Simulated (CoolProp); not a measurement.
R1233zd(E) at 293.15 K and 9.2 MPa is throttled through a valve to 2.07 MPa with no heat exchange. Each further row changes one setting.

Values from CoolProp's reference Helmholtz-energy equation of state, Akasaka 2022.

```csv
case,temperature change (K),final density (kg/m³)
as stated,+2.3,1270
outlet pressure 0.621 MPa,(withheld),1270
outlet pressure 2.69 MPa,(withheld),(withheld)
```

**Question.** Complete the blanks.

**Answer.** 
- outlet pressure 0.621 MPa, temperature change (K): +2.8
- outlet pressure 2.69 MPa, temperature change (K): +2.1
- outlet pressure 2.69 MPa, final density (kg/m³): 1280
